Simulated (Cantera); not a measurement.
What does this Cantera script print?

```python
import numpy as np
import cantera as ct

gas_names = """
    CL CL2 H HCL H2 Si SiCL SiCL2 SiCL3 SiCL4 SiH SiHCL3 SiH2 SiH2CL2 SiH3 SiH3CL SiH4 Si2 Si3
""".split()
cond_names = """
    Si(cr) Si(L)
""".split()


# ... load() reads the species with a 1 bar reference pressure and builds the phases ...
atoms = {
    'SiH2Cl2': {'Si': 1, 'H': 2, 'CL': 2},
    'HCl': {'H': 1, 'CL': 1},
    'H2': {'H': 2},
}
top_T = {}  # K; cautious upper limits of use, not melting points


# ... equilibrate(T, P, feed) seeds the gas with the atoms and calls Mixture.equilibrate('TP', solver="gibbs", rtol=1e-10, max_steps=50000) ...
results = []
feed = {'SiH2Cl2': 1, 'HCl': 0.24, 'H2': 13}  # mol
P = 59000  # Pa
for T in [800, 875, 950, 1025, 1100, 1175, 1250, 1325, 1400, 1475, 1550, 1625, 1700]:
    mix = equilibrate(T, P, feed)
    results.append((T, P, feed, dict(zip(mix.species_names, mix.species_moles))))

top = {s: max(r[3][s] / sum(r[3][g] for g in gas_names) for r in results) for s in gas_names}
cols = sorted((s for s in top if top[s] > 0.0001), key=lambda s: -top[s])[:7]
seen = [c for c in cond_names if any(r[3].get(c, 0) > 1e-12 for r in results)]
print("log10 of partial pressures in bar; condensed amounts in mol")
print(f"{'T/K':>10s}" + "".join(f"{s[:9]:>10s}" for s in cols + seen))
for T, P, feed, n in results:
    ng = sum(n[g] for g in gas_names)
    print(f"{T:10.4g}" + "".join(f"{np.log10(max(n[s] / ng * P / 1e5, 1e-99)):10.3f}" for s in cols)
          + "".join(f"{n.get(c, 0):10.4g}" for c in seen))
```

It prints:

```
log10 of partial pressures in bar; condensed amounts in mol
       T/K        H2       HCL     SiCL2     SiCL4    SiHCL3     SiCL3   SiH2CL2    Si(cr)     Si(L)
       800    -0.249    -3.181    -6.102    -1.854    -1.966    -5.001    -3.170    0.3685         0
       875    -0.249    -2.784    -5.213    -1.855    -1.981    -4.415    -3.145    0.3761         0
       950    -0.250    -2.452    -4.470    -1.863    -2.000    -3.928    -3.130    0.3892         0
      1025    -0.252    -2.174    -3.845    -1.882    -2.026    -3.523    -3.124    0.4098         0
      1100    -0.255    -1.940    -3.317    -1.919    -2.065    -3.190    -3.132    0.4382         0
      1175    -0.259    -1.746    -2.876    -1.985    -2.124    -2.925    -3.156     0.472         0
      1250    -0.264    -1.590    -2.515    -2.094    -2.217    -2.732    -3.206    0.5053         0
      1325    -0.269    -1.471    -2.236    -2.268    -2.357    -2.619    -3.289    0.5304         0
      1400    -0.275    -1.391    -2.037    -2.523    -2.556    -2.594    -3.413     0.543         0
      1475    -0.278    -1.344    -1.911    -2.854    -2.812    -2.648    -3.575    0.5452         0
      1550    -0.280    -1.321    -1.839    -3.233    -3.102    -2.758    -3.760    0.5419         0
      1625    -0.281    -1.312    -1.797    -3.623    -3.400    -2.893    -3.949    0.5364         0
      1700    -0.282    -1.306    -1.776    -4.001    -3.690    -3.036    -4.138         0     0.534
```

Method: chemical equilibrium by Gibbs-energy minimisation in Cantera with the NASA 1993 tables (ideal gas, pure condensed phases). The tables' values for SiCl3, SiCl are old estimates; treat these amounts as uncertain. Gases not in the tables: Si2H6 and higher silanes.
